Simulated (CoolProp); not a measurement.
Computed with CoolProp (reference Helmholtz-energy equation of state, Lemmon 2006). It is a short technical equation, of lower accuracy than the large ones.

Q: Give the vapour pressure (bar), vapour density (kg/m³), enthalpy of vaporisation (kJ/kg), liquid cp (kJ/(kg K)) of saturated isohexane at 427.9, 465.2 K.

A: 
```tsv
T (K)	p (bar)	vapour density (kg/m³)	enthalpy of vaporisation (kJ/kg)	liquid cp (kJ/(kg K))
427.9	9.87	31.4	232	3.03
465.2	18.6	68.0	170	3.62
```
